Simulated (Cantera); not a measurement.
**Pb + H₂ + O₂ (iron carbonyl, mercury and lead vapours)**

Charge: 1 mol Pb, 13 mol H₂, 0.33 mol O₂, equilibrated at 101000 Pa.

Equilibrium computed with Cantera from the NASA thermochemical tables; the gas is ideal and each condensed phase is pure. Candidate condensed phases: H₂O, Pb, PbO, PbO₂, Pb₃O₄; 12 gas species. Kinetics and transport are ignored.

At 550 K the condensed part is Pb(s). From 650 K to 1550 K the condensed part is Pb(l).

| T (K) | log p H₂ | log p H₂O | log p Pb | log p H | log p Pb₂ | log p PbO | log p OH | n Pb(s) | n Pb(l) |
|---|---|---|---|---|---|---|---|---|---|
| 550 | -0.02 | -1.29 | <-11 | <-11 | <-11 | <-11 | <-11 | 1.00 | 0 |
| 650 | -0.02 | -1.29 | -10.03 | <-11 | <-11 | <-11 | <-11 | 0 | 1.00 |
| 750 | -0.02 | -1.29 | -8.02 | <-11 | <-11 | <-11 | <-11 | 0 | 1.00 |
| 850 | -0.02 | -1.29 | -6.50 | -10.70 | <-11 | <-11 | <-11 | 0 | 1.000 |
| 950 | -0.02 | -1.29 | -5.30 | -9.26 | -11.14 | <-11 | <-11 | 0 | 1.000 |
| 1050 | -0.02 | -1.29 | -4.33 | -8.10 | -9.53 | -10.86 | -11.87 | 0 | 0.999 |
| 1150 | -0.02 | -1.29 | -3.54 | -7.14 | -8.20 | -9.53 | -10.63 | 0 | 0.996 |
| 1250 | -0.02 | -1.29 | -2.87 | -6.32 | -7.09 | -8.42 | -9.58 | 0 | 0.983 |
| 1350 | -0.02 | -1.29 | -2.31 | -5.63 | -6.15 | -7.48 | -8.69 | 0 | 0.937 |
| 1450 | -0.02 | -1.30 | -1.83 | -5.04 | -5.35 | -6.66 | -7.93 | 0 | 0.806 |
| 1550 | -0.03 | -1.31 | -1.41 | -4.52 | -4.65 | -5.96 | -7.26 | 0 | 0.477 |
log p: log10 of the partial pressure in bar; n: condensed amount in mol.
